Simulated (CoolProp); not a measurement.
n-butane along the isobar 8500 kPa: fugacity coefficient from the reference equation and from simpler models built on Tc = 152.0 °C, pc = 3796 kPa, ω = 0.201; each cubic takes its own stable root.

Computed with CoolProp (reference Helmholtz-energy equation of state, Bücker 2006).

```csv
T (°C),phase,reference
-86.55,liquid,0.0001170
-68.25,liquid,0.0005070
-50.05,liquid,0.001654
-31.75,liquid,0.004401
-13.45,liquid,0.009938
4.75,liquid,0.01964
23.05,liquid,0.03513
41.35,liquid,0.05769
59.65,liquid,0.08833
77.85,liquid,0.1273
96.15,liquid,0.1749
```

How far does each simpler model (van der Waals, Redlich-Kwong, Soave-Redlich-Kwong) lie from the reference over these 11 states: mean and median of the absolute difference, and the worst?


- van der Waals: mean 1488.7 %, median 378.7 %, worst +8435.0 % at -86.55 °C and 8500 kPa
- Redlich-Kwong: mean 52.7 %, median 50.4 %, worst +92.2 % at -86.55 °C and 8500 kPa
- Soave-Redlich-Kwong: mean 2.5 %, median 2.3 %, worst +4.9 % at 96.15 °C and 8500 kPa
